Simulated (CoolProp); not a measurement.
Vapour-liquid equilibrium of R22 (1) + R152A (2) at 277.8 K; x and y are mole fractions of (1).

Values from CoolProp's multi-fluid Helmholtz-energy mixture model, Kamei 1995 and Outcalt 1996; pair parameters Bell 2016.

```json
[
 {"x": "0.05", "bubble pressure, mixture model (MPa)": "___", "bubble pressure, Raoult's law (MPa)": "0.3243", "y, mixture model": "0.076", "y, Raoult's law": "0.089"},
 {"x": "0.2", "bubble pressure, mixture model (MPa)": "0.3517", "bubble pressure, Raoult's law (MPa)": "0.3643", "y, mixture model": "0.285", "y, Raoult's law": "0.317"},
 {"x": "0.35", "bubble pressure, mixture model (MPa)": "0.3858", "bubble pressure, Raoult's law (MPa)": "0.4044", "y, mixture model": "0.469", "y, Raoult's law": "0.500"},
 {"x": "0.5", "bubble pressure, mixture model (MPa)": "___", "bubble pressure, Raoult's law (MPa)": "0.4444", "y, mixture model": "___", "y, Raoult's law": "0.650"},
 {"x": "0.65", "bubble pressure, mixture model (MPa)": "0.4657", "bubble pressure, Raoult's law (MPa)": "0.4844", "y, mixture model": "___", "y, Raoult's law": "0.775"},
 {"x": "0.8", "bubble pressure, mixture model (MPa)": "0.5118", "bubble pressure, Raoult's law (MPa)": "0.5244", "y, mixture model": "0.882", "y, Raoult's law": "0.881"},
 {"x": "0.95", "bubble pressure, mixture model (MPa)": "___", "bubble pressure, Raoult's law (MPa)": "0.5644", "y, mixture model": "0.974", "y, Raoult's law": "0.972"}
]
```

Fill in the missing entries.


- 0.05, bubble pressure, mixture model (MPa): 0.3208
- 0.5, bubble pressure, mixture model (MPa): 0.4237
- 0.5, y, mixture model: 0.630
- 0.65, y, mixture model: 0.768
- 0.95, bubble pressure, mixture model (MPa): 0.5609

The largest gap from Raoult's law is -4.7 % in bubble pressure, at x = 0.5. No azeotrope shows between x = 0.05 and 0.95.

The pair parameters rest on a limited set of measurements; away from them the model extrapolates.
